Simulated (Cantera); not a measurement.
Thermodynamics of silicon epitaxy and polysilicon growth, feed Si2H6 + N2 + CH4

A closed system holds: 1 mol Si2H6, 140 mol N2, 0.022 mol CH4, held at 0.0430 bar.

Cantera equilibrium calculation (NASA polynomials, part measured and part estimated; ideal gas, pure solids and liquids). Candidate condensed phases: C, C6H6, C7H8, C8H18, Si, SiC, Si3N4; 105 gas species. The feed counts by its element totals alone. N2 is the only nitrogen source here; it is nearly inert below about 1500 K, so the nitride shown seldom forms there in practice. Mutual solubility and eutectic melting of coexisting phases are not modelled. Equilibrium is a limit: real reactors are often held back by kinetics, nucleation or transport.

```json
[
 {"T (°C)": "750", "log p N2": "-1.38", "log p H2": "-3.03", "log p H": "-9.90", "log p HCN": "-7.33", "log p Si": "<-13", "log p HNC": "-10.09", "log p CH4": "-7.19", "log p SiN": "<-13", "n C(graphite)": "0.0216", "n Si3N4(s)": "0.667", "n SiC(s)": "0"},
 {"T (°C)": "825", "log p N2": "-1.38", "log p H2": "-3.03", "log p H": "-9.12", "log p HCN": "-6.87", "log p Si": "<-13", "log p HNC": "-9.42", "log p CH4": "-7.51", "log p SiN": "<-13", "n C(graphite)": "0.0215", "n Si3N4(s)": "0.667", "n SiC(s)": "0"},
 {"T (°C)": "900", "log p N2": "-1.38", "log p H2": "-3.03", "log p H": "-8.45", "log p HCN": "-6.47", "log p Si": "<-13", "log p HNC": "-8.83", "log p CH4": "-7.78", "log p SiN": "<-13", "n C(graphite)": "0.0208", "n Si3N4(s)": "0.667", "n SiC(s)": "0"},
 {"T (°C)": "975", "log p N2": "-1.38", "log p H2": "-3.03", "log p H": "-7.85", "log p HCN": "-6.11", "log p Si": "<-13", "log p HNC": "-8.31", "log p CH4": "-8.02", "log p SiN": "<-13", "n C(graphite)": "0.0194", "n Si3N4(s)": "0.667", "n SiC(s)": "0"},
 {"T (°C)": "1050", "log p N2": "-1.38", "log p H2": "-3.03", "log p H": "-7.32", "log p HCN": "-5.80", "log p Si": "-13.16", "log p HNC": "-7.85", "log p CH4": "-8.24", "log p SiN": "<-13", "n C(graphite)": "0.0167", "n Si3N4(s)": "0.667", "n SiC(s)": "0"},
 {"T (°C)": "1125", "log p N2": "-1.38", "log p H2": "-3.04", "log p H": "-6.84", "log p HCN": "-5.52", "log p Si": "-11.70", "log p HNC": "-7.44", "log p CH4": "-8.43", "log p SiN": "-12.07", "n C(graphite)": "0.0118", "n Si3N4(s)": "0.667", "n SiC(s)": "0"},
 {"T (°C)": "1200", "log p N2": "-1.38", "log p H2": "-3.04", "log p H": "-6.42", "log p HCN": "-5.33", "log p Si": "-10.38", "log p HNC": "-7.14", "log p CH4": "-8.67", "log p SiN": "-10.91", "n C(graphite)": "0", "n Si3N4(s)": "0.665", "n SiC(s)": "0.00623"},
 {"T (°C)": "1275", "log p N2": "-1.38", "log p H2": "-3.04", "log p H": "-6.03", "log p HCN": "-5.40", "log p Si": "-9.20", "log p HNC": "-7.10", "log p CH4": "-9.12", "log p SiN": "-9.86", "n C(graphite)": "0", "n Si3N4(s)": "0.664", "n SiC(s)": "0.00851"},
 {"T (°C)": "1350", "log p N2": "-1.38", "log p H2": "-3.04", "log p H": "-5.68", "log p HCN": "-5.46", "log p Si": "-8.12", "log p HNC": "-7.07", "log p CH4": "-9.53", "log p SiN": "-8.91", "n C(graphite)": "0", "n Si3N4(s)": "0.663", "n SiC(s)": "0.0103"},
 {"T (°C)": "1425", "log p N2": "-1.38", "log p H2": "-3.04", "log p H": "-5.36", "log p HCN": "-5.52", "log p Si": "-7.15", "log p HNC": "-7.04", "log p CH4": "-9.90", "log p SiN": "-8.05", "n C(graphite)": "0", "n Si3N4(s)": "0.663", "n SiC(s)": "0.0116"},
 {"T (°C)": "1500", "log p N2": "-1.38", "log p H2": "-3.04", "log p H": "-5.06", "log p HCN": "-5.57", "log p Si": "-6.25", "log p HNC": "-7.01", "log p CH4": "-10.24", "log p SiN": "-7.26", "n C(graphite)": "0", "n Si3N4(s)": "0.662", "n SiC(s)": "0.0127"}
]
```
log p: log10 of the partial pressure in bar; n: condensed amount in mol.

From 750 °C to 1125 °C the condensed part is C(graphite) + Si3N4(s). From 1200 °C to 1500 °C the condensed part is SiC(s) + Si3N4(s).
